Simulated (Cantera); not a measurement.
Feed: 1 mol Al, 1.4 mol N2O, 56 mol H2, held at 1200 K and 940 Pa.

Equilibrium computed with Cantera from the NASA thermochemical tables; the gas is ideal and each condensed phase is pure. Candidate condensed phases: Al, AlN, Al2O3, H2O; 35 gas species. Mutual solubility and eutectic melting of coexisting phases are not modelled. Equilibrium is a limit: real reactors are often held back by kinetics, nucleation or transport.

Base state: H2 0.976, N2 0.0238 (mole fractions); condensed: AlN(s) + Al2O3(s).

### Question
What changes in the equilibrium state with this change: temperature from 1200 K to 1950 K?

### Answer
| species | before | after |
|---|---|---|
| H2 | 0.976 | 0.963 |
| N2 | 0.0238 | 0.0242 |
| H | 2.01e-6 | 0.0116 |
| Al | <1e-9 | 0.000862 |
| Al2O | <1e-9 | 0.000256 |
| AlH | <1e-9 | 2.57e-5 |
| AlOH | <1e-9 | 2.42e-5 |
| AlN(s), mol | 0.0667 | 0 |
| Al2O3(s), mol | 0.467 | 0.459 |
The tables' values for AlOH are old estimates; treat these amounts as uncertain.
